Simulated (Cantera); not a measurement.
Charge: 1 mol CS₂, 1.6 mol H₂, at 773.15 K and 10000 Pa.

Method: chemical equilibrium by Gibbs-energy minimisation in Cantera with the NASA 1993 tables (ideal gas, pure condensed phases). Candidate condensed phases: C, C₆H₆, C₇H₈, C₈H₁₈, S; 83 gas species. Gases not in the tables: S₃ to S₇. Equilibrium is a limit: real reactors are often held back by kinetics, nucleation or transport.

Base state: H₂S 0.876, CS₂ 0.106, S₂ 0.00956, H₂ 0.00889, CH₄ 1.67e-5 (mole fractions); condensed: C(graphite).

Question: What changes in the equilibrium state with this change: temperature from 773.15 K to 3498 K?

Answer: 
```csv
species,before,after
H,<1e-9,0.510
CS,<1e-9,0.207
S,<1e-9,0.192
H₂S,0.876,9.43e-5
CS₂,0.106,0.000663
H₂,0.00889,0.0753
C,<1e-9,0.00137
C₂H,<1e-9,7.47e-5
C₂,<1e-9,7.03e-5
"C(graphite), mol",0.809,0
```

Question: What changes in the equilibrium state with this change: H₂ from 1.6 to 0.42 mol?

Answer: 
```json
[
 {"species": "CS₂", "before": "0.106", "after": "0.599"},
 {"species": "H₂S", "before": "0.876", "after": "0.345"},
 {"species": "S₂", "before": "0.00956", "after": "0.0542"},
 {"species": "S₈", "before": "1.42e-8", "after": "1.48e-5"},
 {"species": "CH₄", "before": "1.67e-5", "after": "4.58e-7"},
 {"species": "H₂", "before": "0.00889", "after": "0.00147"},
 {"species": "C(graphite), mol", "before": "0.809", "after": "0.275"}
]
```

Question: What changes in the equilibrium state with this change: H₂ from 1.6 to 4.9 mol?

Answer: 
```
species            before    after
----------------  -------  -------
H₂                0.00889    0.513
H₂S                 0.876    0.431
CH₄               1.67e-5   0.0557
CS₂                 0.106  7.66e-6
S₂                0.00956  6.94e-7
C(graphite), mol    0.809    0.742
```
